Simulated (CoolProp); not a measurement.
R245ca along the isobar 9.84 MPa: fugacity coefficient from the reference equation and from simpler models built on Tc = 447.6 K, pc = 3.941 MPa, ω = 0.355; each cubic takes its own stable root.

Model: reference Helmholtz-energy equation of state, Zhou 2016, in CoolProp.

```csv
T (K),phase,reference
289.3,liquid,0.01018
303.9,liquid,0.01759
318.5,liquid,0.02843
333.1,liquid,0.04341
347.7,liquid,0.06313
362.4,liquid,0.08822
377,liquid,0.1185
391.6,liquid,0.1543
406.2,liquid,0.1951
420.8,liquid,0.2406
435.4,liquid,0.2899
450,supercritical,0.3422
```

Task: How far does each simpler model (van der Waals, Peng-Robinson) lie from the reference over these 12 states: mean and median of the absolute difference, and the worst?

Result: 
- van der Waals: mean 206.5 %, median 118.5 %, worst +738.6 % at 289.3 K and 9.84 MPa
- Peng-Robinson: mean 0.7 %, median 0.6 %, worst -1.4 % at 333.1 K and 9.84 MPa
